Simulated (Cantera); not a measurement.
Feed: 1 mol Si, a varied amount of HCl, equilibrated at 700 °C and 0.133 bar.

Equilibrium computed with Cantera from the NASA thermochemical tables; the gas is ideal and each condensed phase is pure. Candidate condensed phases: Si; 19 gas species. The numbers say what is thermodynamically allowed, not how fast it happens.

Which condensed phases are stable at each of these points (n(HCl) (mol)): 1.2, 2.1, 3.6, 6, 10, 17, 29?


| n(HCl) (mol) | condensed phases | Si condensed (%) |
|---|---|---|
| 1.2 | Si(s) | 68.8 |
| 2.1 | Si(s) | 45.5 |
| 3.6 | Si(s) | 6.5 |
| 6 | gas only | 0.0 |
| 10 | gas only | 0.0 |
| 17 | gas only | 0.0 |
| 29 | gas only | 0.0 |

From 1.2 mol HCl to 3.6 mol HCl the condensed part is Si(s). From 6 mol HCl to 29 mol HCl nothing is condensed.
